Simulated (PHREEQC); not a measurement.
A solution holds 0.14 mol HF and 0.23 mol NaF per kg of water, at 70 °C. Closed to the air; pH follows from the charge balance.

Computed with PHREEQC (ion-association model, wateq4f.dat).

```tsv
quantity	before	after
pH	3.69	2.67
ionic strength (mol/kgw)	0.221	0.228
F- (mol/kgw)	0.163	0.0804
HF (mol/kgw)	0.0766	0.398
HF2- (mol/kgw)	0.0575	0.148
H2F2 (mol/kgw)	0.00279	0.0756
```

Question: Name the change that produced these shifts.
A. temperature from 70 to 55 °C
B. NaF left out
C. NaF from 0.23 to 0.207 mol/kgw
D. HF from 0.14 to 0.7 mol/kgw

Answer: D, HF from 0.14 to 0.7 mol/kgw

Precipitation was switched off in this run. Away from 25 °C the constants follow the database's enthalpies or fits; those with neither stay at their 25 °C values.
